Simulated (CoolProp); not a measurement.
Vapour-liquid equilibrium of R142b (1) + R113 (2) at 43.6 kPa; x and y are mole fractions of (1).

The numbers come from the multi-fluid Helmholtz-energy mixture model, Lemmon 2006 and Marx 1992; pair parameters Bell 2016 in CoolProp.

```tsv
x	bubble temperature, mixture model (°C)	bubble temperature, Raoult's law (°C)	y, mixture model	y, Raoult's law
0.05	14.5	16.8	0.358	0.299
0.125	4.2	8.2	0.624	0.557
0.2	-2.9	1.5	0.753	0.703
0.275	-8.1	-3.7	0.824	0.792
0.35	-11.9	-8.0	0.869	0.850
0.425	-15.0	-11.6	0.899	0.891
0.5	-17.4	-14.7	0.921	0.920
0.575	-19.5	-17.4	0.938	0.941
0.65	-21.3	-19.8	0.951	0.958
0.725	-22.9	-22.0	0.963	0.971
0.8	-24.4	-23.9	0.974	0.981
0.875	-25.9	-25.6	0.984	0.989
0.95	-27.3	-27.2	0.993	0.996
```

The largest gap from Raoult's law is -4.4 K in bubble temperature, at x = 0.2. No azeotrope shows between x = 0.05 and 0.95.

Pair parameters are fitted to limited data, so mixtures are less certain than the pure fluids.
